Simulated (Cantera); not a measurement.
A perfectly stirred reactor is fed with CH₄ : O₂ : N₂ = 1 : 1.18 : 4.42 (molar parts), at 7500 Torr; it is adiabatic with a 400 K inlet, and is followed from long to short residence time, starting on the burning branch (τ in s: 0.39, 0.18, 0.085, 0.04, 0.019, 0.0086, 0.004, 0.0019, 0.00088, 0.00041, 0.00019, 9e-05, 4.2e-05).

Model: GRI-Mech 3.0 (53 species, 325 reactions), integrated in Cantera.

### Question
Predict: blow-out, bracketed by the residence times tried; x(CH₄) at τ = 0.390 s; x(O₂) at τ = 0.390 s; x(CH₂CO) at τ = 0.390 s; x(OH) at τ = 0.390 s; x(H₂O) at τ = 0.390 s; x(CH₄) at τ = 4.00 ms; x(O₂) at τ = 4.00 ms; x(CH₂CO) at τ = 4.00 ms; x(OH) at τ = 4.00 ms; x(H₂O) at τ = 4.00 ms.

### Answer
blow-out, bracketed by the residence times tried: burning at 0.880 ms, out at 0.410 ms
x(CH₄) at τ = 0.390 s: 0.00326
x(O₂) at τ = 0.390 s: 4.63e-5
x(CH₂CO) at τ = 0.390 s: 2.09e-6
x(OH) at τ = 0.390 s: 6.91e-6
x(H₂O) at τ = 0.390 s: 0.156
x(CH₄) at τ = 4.00 ms: 0.0141
x(O₂) at τ = 4.00 ms: 0.00255
x(CH₂CO) at τ = 4.00 ms: 7.30e-5
x(OH) at τ = 4.00 ms: 2.20e-5
x(H₂O) at τ = 4.00 ms: 0.177
